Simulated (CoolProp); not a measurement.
A single-stage vapour-compression cycle with the fluid: evaporating at 327.15 K (dew point), condensing at 380.15 K (bubble point), superheat 2 K, subcooling 5 K, compressor efficiency 0.8, no pressure losses. The same conditions are run with several fluids, on thermodynamics alone (safety and materials aside).

Model: reference Helmholtz-energy equation of state of each fluid (n-butane: Bücker 2006; R11: Jacobsen 1992; n-perfluorohexane: Gao 2022; R114: Platzer 1990; propyne: Polt 1992; R1336mzz(E): Akasaka 2023), in CoolProp. The equations of Platzer and Polt are older, rougher fits.

```csv
fluid,cooling COP,pressure ratio,discharge temperature (K),refrigerating effect (kJ/kg),volumetric capacity (kJ/m³)
n-butane,3.49,…,380.1,197,2640
R11,…,3.60,390.3,125,…
n-perfluorohexane,2.67,…,380.1,32.6,389
R114,3.30,3.28,380.1,64.0,2270
propyne,…,3.04,400.5,273,6100
R1336mzz(E),3.04,3.60,380.1,…,2140
```

Problem. Fill in the missing entries.

Solution. 
- n-butane, pressure ratio: 3.18
- R11, cooling COP: 4.10
- R11, volumetric capacity (kJ/m³): 1790
- n-perfluorohexane, pressure ratio: 4.64
- propyne, cooling COP: 3.48
- R1336mzz(E), refrigerating effect (kJ/kg): 63.1

The compression ends wet for: n-butane; n-perfluorohexane; R114; R1336mzz(E).
